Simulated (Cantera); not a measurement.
Charge: 1 mol PbO, 1.4 mol O₂, 18 mol H₂, held at 1.88 Torr.

Cantera equilibrium calculation (NASA polynomials, part measured and part estimated; ideal gas, pure solids and liquids). Candidate condensed phases: H₂O, Pb, PbO, PbO₂, Pb₃O₄; 12 gas species. Kinetics and transport are ignored.

Task: Which condensed phases are stable at each of these points (T (K)): 1100, 1125, 1150, 1175, 1200, 1225, 1250, 1275, 1300, 1325, 1350, 1375?

Result: 
```
T (K)  condensed phases  Pb condensed (%)
-----  ----------------  ----------------
1100              Pb(l)               8.3
1125           gas only               0.0
1150           gas only               0.0
1175           gas only               0.0
1200           gas only               0.0
1225           gas only               0.0
1250           gas only               0.0
1275           gas only               0.0
1300           gas only               0.0
1325           gas only               0.0
1350           gas only               0.0
1375           gas only               0.0
```

At 1100 K the condensed part is Pb(l). From 1125 K to 1375 K nothing is condensed.
